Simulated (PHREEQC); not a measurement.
# Leach liquor

Consider water at 25 °C with 0.016 mol H2SO4, 0.15 mol Li2SO4 and 0.003 mol Na2SO4 per kg of water. Closed to the air; pH follows from the charge balance.

Model: ion-association model, phreeqc.dat, run in PHREEQC.

Precipitation was switched off in this run.

Q: Estimate the pH.

A: pH 2.17.

Q: In which forms is S present?

A: SO4-2 67 %, LiSO4- 18 %, HSO4- 14 % of the S.

Species that the database lacks are ignored.
